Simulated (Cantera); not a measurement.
An isothermal, constant-pressure homogeneous reactor starts with 2.70 % CO, 3.91 % O2, 0.205 % H2O, 93.2 % N2, equivalence ratio 0.35, at 1073 K and 3.70 bar.

Cantera simulation using GRI-Mech 3.0 (53 species, 325 reactions); the numbers are that mechanism's predictions, not measurements.

x: mole fraction; the columns are a selection and need not sum to one.

| t (s) | x CO | x O2 | x H2O | x O | x H2 |
|---|---|---|---|---|---|
| 8.00e-6 | 0.0270 | 0.0391 | 0.00205 | 1.59e-10 | <1e-12 |
| 2.25e-5 | 0.0270 | 0.0391 | 0.00205 | 4.34e-10 | <1e-12 |
| 6.35e-5 | 0.0270 | 0.0391 | 0.00205 | (withheld) | <1e-12 |
| 0.000179 | 0.0270 | 0.0391 | 0.00205 | (withheld) | <1e-12 |
| 0.000504 | 0.0270 | 0.0391 | 0.00205 | (withheld) | 3.61e-12 |
| 0.00142 | 0.0270 | 0.0391 | 0.00205 | (withheld) | 2.87e-11 |
| 0.00400 | 0.0270 | 0.0391 | 0.00205 | (withheld) | 2.87e-10 |
| 0.0113 | 0.0270 | 0.0391 | 0.00205 | (withheld) | 7.28e-9 |
| 0.0317 | 0.0267 | 0.0390 | 0.00205 | (withheld) | 1.53e-6 |
| 0.0894 | 0.0246 | 0.0380 | 0.00204 | 9.38e-7 | 9.33e-6 |
| 0.252 | 0.0192 | 0.0353 | 0.00204 | 8.90e-7 | 1.36e-5 |
| 0.710 | 0.00971 | 0.0307 | 0.00206 | (withheld) | 8.32e-6 |
| 2.00 | 0.00205 | 0.0270 | 0.00207 | (withheld) | 1.75e-6 |

**Question.** What belongs in the gaps?

**Answer.** 
- 6.35e-5, x O: 1.14e-9
- 0.000179, x O: 2.63e-9
- 0.000504, x O: 4.74e-9
- 0.00142, x O: 6.88e-9
- 0.00400, x O: 1.40e-8
- 0.0113, x O: 9.49e-8
- 0.0317, x O: 8.28e-7
- 0.710, x O: 6.24e-7
- 2.00, x O: 2.33e-7
